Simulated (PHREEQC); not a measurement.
Hard or scaling water

A solution holds 6 mmol/kgw CaCl2 and 42 mmol/kgw Na2HPO4, at 25 °C. Closed to the air; pH follows from the charge balance.

Model: ion-association model, wateq4f.dat, run in PHREEQC.

This is a speciation only: nothing precipitates in the calculation.

Problem. Predict the pH.

Solution. pH 8.21.

Problem. In which forms is Ca present?

Solution. CaHPO4 52 %, CaPO4- 26 %, Ca+2 22 % of the Ca.

Examples of supersaturated solids here: Hydroxyapatite. Others may be too. Complexes and solids missing from the database can't appear. H3PO4, which wateq4f.dat lacks, is added to it with the constant of phreeqc.dat.
